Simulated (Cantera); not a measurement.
A perfectly stirred reactor is fed with CH₄ : C₂H₆ : O₂ : N₂ : H₂O = 1 : 0.24 : 6.04 : 22.7 : 0.92 (molar parts), at 1.01 bar; it is adiabatic with a 625 K inlet, and is followed from long to short residence time, starting on the burning branch (τ in s: 0.048, 0.018, 0.0065, 0.0024, 0.0009, 0.00033, 0.00012, 4.6e-05, 1.7e-05).

Model: GRI-Mech 3.0 (53 species, 325 reactions), integrated in Cantera.

Problem. What does this change do: inlet temperature 625 to 750 K?

Solution. 
| quantity | before | after |
|---|---|---|
| blow-out, bracketed by the residence times tried | burning at 0.330 ms, out at 0.120 ms | burning at 0.330 ms, out at 0.120 ms |
| x(CH₄) at τ = 48.0 ms | 1.54e-5 | 1.06e-5 |
| x(C₂H₆) at τ = 48.0 ms | 9.63e-7 | 6.23e-7 |
| x(O₂) at τ = 48.0 ms | 0.103 | 0.103 |
| x(C₂H₂) at τ = 48.0 ms | 8.62e-7 | 7.37e-7 |
| x(OH) at τ = 48.0 ms | 0.000988 | 0.00131 |
| x(CH₄) at τ = 0.900 ms | 0.000253 | 0.000156 |
| x(C₂H₆) at τ = 0.900 ms | 1.54e-5 | 9.59e-6 |
| x(O₂) at τ = 0.900 ms | 0.106 | 0.105 |
| x(C₂H₂) at τ = 0.900 ms | 1.32e-6 | 1.27e-6 |
| x(OH) at τ = 0.900 ms | 0.00245 | 0.00347 |

Problem. What does this change do: N2 22.7 to 31 parts?

Solution. 
| quantity | before | after |
|---|---|---|
| blow-out, bracketed by the residence times tried | burning at 0.330 ms, out at 0.120 ms | burning at 2.40 ms, out at 0.900 ms |
| x(CH₄) at τ = 48.0 ms | 1.54e-5 | 3.13e-5 |
| x(C₂H₆) at τ = 48.0 ms | 9.63e-7 | 1.99e-6 |
| x(O₂) at τ = 48.0 ms | 0.103 | 0.0816 |
| x(C₂H₂) at τ = 48.0 ms | 8.62e-7 | 7.44e-7 |
| x(OH) at τ = 48.0 ms | 0.000988 | 0.000459 |
| x(CH₄) at τ = 0.900 ms | 0.000253 | 0.0255 |
| x(C₂H₆) at τ = 0.900 ms | 1.54e-5 | 0.00612 |
| x(O₂) at τ = 0.900 ms | 0.106 | 0.154 |
| x(C₂H₂) at τ = 0.900 ms | 1.32e-6 | <1e-12 |
| x(OH) at τ = 0.900 ms | 0.00245 | <1e-12 |
